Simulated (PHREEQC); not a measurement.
Dissolve 0.32 mmol/kgw Ca(HCO3)2 and 0.0033 mmol/kgw NaHCO3 at 20 °C. Closed to the air; pH follows from the charge balance.

Equilibrium calculation in PHREEQC: ion-association model, wateq4f.dat.

Precipitation was switched off in this run.

Question: Estimate the pH.

Answer: pH 8.25.

Question: In which forms is C present?

Answer: HCO3- 97 %, CO2 1.3 %, CO3-2 0.8 % of the C.
